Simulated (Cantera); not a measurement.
# Equilibrium for nitride etching: BN + Cl2

Feed: 1 mol BN, 2.1 mol Cl2, held at 10.0 Torr.

Method: chemical equilibrium by Gibbs-energy minimisation in Cantera with the NASA 1993 tables (ideal gas, pure condensed phases). Candidate condensed phases: B, BN; 10 gas species. The tables' values for BCl2, BCl are old estimates; treat these amounts as uncertain. The numbers say what is thermodynamically allowed, not how fast it happens.

From 1150 K to 2050 K nothing is condensed. The main B-bearing gas is BCl3 throughout.

| T (K) | x BCl3 | x Cl | x Cl2 | x N2 | x BCl2 | x BCl |
|---|---|---|---|---|---|---|
| 1150 | 0.473 | 0.0125 | 0.278 | 0.237 | 1.20e-9 | <1e-12 |
| 1300 | 0.463 | 0.0538 | 0.251 | 0.232 | 5.96e-8 | <1e-12 |
| 1450 | 0.439 | 0.154 | 0.187 | 0.220 | 1.40e-6 | 1.58e-10 |
| 1600 | 0.406 | 0.295 | 0.0961 | 0.203 | 2.16e-5 | 1.87e-8 |
| 1750 | 0.382 | 0.393 | 0.0334 | 0.191 | 0.000269 | 1.63e-6 |
| 1900 | 0.370 | 0.430 | 0.0101 | 0.187 | 0.00265 | 9.58e-5 |
| 2050 | 0.341 | 0.453 | 0.00345 | 0.181 | 0.0182 | 0.00311 |
x: gas mole fraction; nothing condenses.
